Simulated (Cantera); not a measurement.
Input: 1 mol Zr, 0.49 mol H₂O, held at 6200 Pa.

Equilibrium computed with Cantera from the NASA thermochemical tables; the gas is ideal and each condensed phase is pure. Candidate condensed phases: H₂O, Zr, ZrO₂; 12 gas species. Mutual solubility and eutectic melting of coexisting phases are not modelled. Condensed phases not in the tables: N, O or C dissolved in the metal. Equilibrium is a limit: real reactors are often held back by kinetics, nucleation or transport.

x: gas mole fraction; n: condensed amount in mol.

```
T (K)   x H₂       x H     x ZrO     x H₂O      x Zr  n Zr(β)  n ZrO₂(monoclinic)  n ZrO₂(tetragonal)  n Zr(l)
-----  -----  --------  --------  --------  --------  -------  ------------------  ------------------  -------
1350   1.000   9.57e-6    <1e-12  2.33e-10    <1e-12    0.755               0.245                   0        0
1450   1.000   3.80e-5    <1e-12   1.43e-9    <1e-12    0.755               0.245                   0        0
1550   1.000  0.000126  1.77e-11   6.80e-9  1.07e-12    0.755                   0               0.245        0
1650   1.000  0.000365  3.24e-10   2.66e-8       ___    0.755                   0               0.245        0
1750   0.999  0.000934   4.24e-9   8.91e-8       ___    0.755                   0               0.245        0
1850   0.998   0.00216   4.18e-8   2.61e-7       ___    0.755                   0               0.245        0
1950   0.995   0.00459   3.24e-7   6.81e-7       ___    0.755                   0               0.245        0
2050   0.991   0.00907   2.05e-6   1.62e-6       ___    0.755                   0               0.245        0
2150   0.983    0.0168   1.08e-5   3.55e-6       ___        0                   0               0.245    0.755
```

Q: Complete the blanks.

A: 
- 1650, x Zr: 1.82e-11
- 1750, x Zr: 2.24e-10
- 1850, x Zr: 2.10e-9
- 1950, x Zr: 1.57e-8
- 2050, x Zr: 9.57e-8
- 2150, x Zr: 4.87e-7
